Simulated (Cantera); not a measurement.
Ignition delay

Mixture: CH3OH : O2 : N2 = 2.1 : 1.85 : 8.52 (molar parts), equivalence ratio 1.7, at 6.32 atm, adiabatic and at constant pressure. Ignition delay is the time to a rise of 400 K.

Computed with Cantera and GRI-Mech 3.0 (53 species, 325 reactions). GRI-Mech 3.0 was tuned for natural gas; its chemistry of methanol as a main component is partial and can be far from experiment.

```
T0 (K)  delay (ms)
------  ----------
1150          4.60
1225          1.27
1300         0.410
1375         0.154
1450        0.0653
1525        0.0311
```

```
Property                                                Result
--------------------------------------------------  ----------
apparent activation energy between 1375 and 1525 K  190 kJ/mol
```
